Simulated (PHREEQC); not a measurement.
1 kg of water holding 170 mmol/kgw Na2CO3 and 14 mmol/kgw NaCl is evaporated at 25 °C; the solids stay in contact with the brine. No CO2 enters from the air. The run lets Halite, Nahcolite, Natron, Trona precipitate or redissolve, and no other solid.

Model: Pitzer model, pitzer.dat, run in PHREEQC.

| water left (kg) | ionic strength | water activity | Natron (mol) | Cl in solution (mol/kgw) |
|---|---|---|---|---|
| 1 | 0.520 | 0.992 | 0 | 0.0140 |
| 0.8219 | 0.633 | 0.991 | 0 | 0.0170 |
| 0.6755 | … | 0.989 | 0 | 0.0207 |
| 0.5552 | … | 0.987 | 0 | 0.0252 |
| 0.4563 | … | 0.984 | 0 | 0.0307 |
| 0.3751 | 1.39 | … | 0 | 0.0373 |
| 0.3083 | 1.69 | 0.977 | 0 | 0.0454 |
| 0.2534 | 2.06 | 0.973 | 0 | 0.0553 |
| 0.2083 | 2.51 | 0.968 | 0 | 0.0672 |
| 0.1712 | 3.05 | 0.961 | 0 | 0.0818 |
| 0.1407 | 3.72 | … | 0 | 0.0995 |
| 0.1157 | 4.52 | … | 0 | 0.121 |
| 0.09508 | 5.50 | 0.931 | 0 | 0.147 |
| 0.07814 | 6.70 | 0.915 | 0 | 0.179 |
| 0.06424 | 8.15 | 0.893 | 0 | 0.218 |
| 0.04252 | 8.28 | 0.888 | 0.0571 | 0.329 |
| 0.02402 | 8.36 | … | … | 0.583 |
| 0.009112 | 8.90 | 0.840 | 0.148 | 1.54 |

Task: Some entries are withheld; supply them.

Result: 
- 0.6755, ionic strength: 0.771
- 0.5552, ionic strength: 0.939
- 0.4563, ionic strength: 1.14
- 0.3751, water activity: 0.981
- 0.1407, water activity: 0.954
- 0.1157, water activity: 0.944
- 0.02402, water activity: 0.879
- 0.02402, Natron (mol): 0.108
